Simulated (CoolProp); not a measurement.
The numbers come from the reference Helmholtz-energy equation of state, Thol 2018 in CoolProp.

Problem. For hydrogen chloride, give the phase and the cv (kJ/(kg K)), expansivity (1/kK), fugacity coefficient at 79.55 °C and 3640 kPa.

Solution. 
- 79.55 °C and 3640 kPa: gas; cv 0.651, expansivity 4.41, fugacity coefficient 0.878
